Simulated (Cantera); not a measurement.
Reactions in the system H-N-O-Zr

Standard-state values (1 bar) from the NASA 1993 polynomials, evaluated with Cantera. Values are per mole of reaction as written; species without (g) are pure solids or liquids, kept so even where they would boil at 1 bar. ZrN: taken at fixed stoichiometry.

2 H2(g) + NO2(g) + ZrO2(g) = ZrN + 4 OH(g)

```tsv
T (K)	ΔH° (kJ)	ΔS° (J/K)	ΔG° (kJ)	log10 K
300	44.2	-1.3	44.6	-7.76
1000	50.5	11.4	39.2	-2.05
1100	51.2	12.0	38.0	-1.80
1200	51.9	12.6	36.8	-1.60
1300	52.7	13.3	35.5	-1.43
1400	53.6	13.9	34.1	-1.27
1500	54.6	14.6	32.7	-1.14
1600	55.7	15.3	31.2	-1.02
1700	56.9	16.0	29.6	-0.91
1800	58.2	16.8	28.0	-0.81
1900	59.5	17.5	26.3	-0.72
```
